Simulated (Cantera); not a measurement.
Feed: 1 mol SiH2Cl2, 0.1 mol NH3, 7.7 mol N2, equilibrated at 1.00 Torr.

Method: chemical equilibrium by Gibbs-energy minimisation in Cantera with the NASA 1993 tables (ideal gas, pure condensed phases). Candidate condensed phases: NH4Cl, Si, Si3N4; 28 gas species. The numbers say what is thermodynamically allowed, not how fast it happens.

Problem. What share of the Si ends up in condensed phases as a function of T (°C), at 1225, 1325, 1425, 1525, 1625, 1725, 1825?

Solution. 
| T (°C) | Si condensed (%) | as |
|---|---|---|
| 1225 | 47.6 | Si3N4(s) |
| 1325 | 31.5 | Si3N4(s) |
| 1425 | 21.8 | Si(l) |
| 1525 | 21.0 | Si(l) |
| 1625 | 14.3 | Si(l) |
| 1725 | 0.0 | - |
| 1825 | 0.0 | - |
